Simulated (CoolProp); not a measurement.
Vapour-liquid equilibrium of n-hexane (1) + hexamethyldisiloxane (MM) (2) at 0.0543 bar; x and y are mole fractions of (1).

Values from CoolProp's multi-fluid Helmholtz-energy mixture model, Thol 2019 and Thol 2016; pair parameters Bell 2016.

```
x      bubble temperature, mixture model (°C)  bubble temperature, Raoult's law (°C)  y, mixture model  y, Raoult's law
-----  --------------------------------------  -------------------------------------  ----------------  ---------------
0.05                                     22.3                                   22.0             0.148            0.163
0.125                              (withheld)                                   18.7             0.320            0.351
0.2                                      17.1                                   15.9             0.455            0.492
0.275                                    14.8                                   13.3        (withheld)            0.600
0.35                                     12.7                                   11.1             0.653            0.685
0.425                                    10.7                                    9.0             0.729            0.752
0.5                                       8.7                                    7.2             0.792            0.807
0.575                                     6.8                                    5.5             0.845            0.851
0.65                                      5.0                                    3.9             0.889            0.889
0.725                                     3.3                                    2.5        (withheld)            0.920
0.8                                (withheld)                                    1.2             0.953            0.946
0.875                                     0.2                                   -0.1        (withheld)            0.969
0.95                                     -1.2                                   -1.2             0.991            0.988
```

**Question.** Some entries are withheld; supply them.

**Answer.** 
- 0.125, bubble temperature, mixture model (°C): 19.5
- 0.275, y, mixture model: 0.563
- 0.725, y, mixture model: 0.924
- 0.8, bubble temperature, mixture model (°C): 1.7
- 0.875, y, mixture model: 0.975

The largest gap from Raoult's law is +1.7 K in bubble temperature, at x = 0.425. No azeotrope shows between x = 0.05 and 0.95.

Pair parameters are fitted to limited data, so mixtures are less certain than the pure fluids.
